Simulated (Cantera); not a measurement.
## Metals in furnace atmospheres: Pb + O2 + N2

A closed system holds: 1 mol Pb, 0.11 mol O2, 36 mol N2, equilibrated at 1000 K.

These are equilibrium values from Cantera (NASA tables, ideal gas, pure condensed phases), not measurements of a reactor. Candidate condensed phases: Pb, PbO, PbO2, Pb3O4; 12 gas species. Rates play no part.

From 10.0 Pa to 48.0 Pa the condensed part is PbO(yellow). From 2.30 mbar to 30.0 bar the condensed part is Pb(l) + PbO(yellow). The main Pb-bearing gas is Pb throughout.

| P (Pa) | x N2 | x Pb | x PbO | x O2 | x Pb2 | n PbO(yellow) | n Pb(l) |
|---|---|---|---|---|---|---|---|
| 10 | 0.976 | 0.0211 | 0.00305 | 2.07e-7 | 8.69e-9 | 0.108 | 0 |
| 48 | 0.978 | 0.0212 | 0.000635 | 1.86e-9 | 4.19e-8 | 0.197 | 0 |
| 230 | 0.993 | 0.00704 | 0.000132 | 1.53e-10 | 2.22e-8 | 0.215 | 0.525 |
| 1100 | 0.999 | 0.00147 | 2.77e-5 | 3.20e-11 | 4.64e-9 | 0.219 | 0.727 |
| 5500 | 1.000 | 0.000294 | 5.54e-6 | 6.40e-12 | 9.27e-10 | 0.220 | 0.769 |
| 26000 | 1.000 | 6.23e-5 | 1.17e-6 | 1.35e-12 | 1.96e-10 | 0.220 | 0.778 |
| 130000 | 1.000 | 1.25e-5 | 2.34e-7 | <1e-12 | 3.92e-11 | 0.220 | 0.780 |
| 620000 | 1.000 | 2.61e-6 | 4.91e-8 | <1e-12 | 8.23e-12 | 0.220 | 0.780 |
| 3000000 | 1.000 | 5.40e-7 | 1.02e-8 | <1e-12 | 1.70e-12 | 0.220 | 0.780 |
x: gas mole fraction; n: condensed amount in mol.
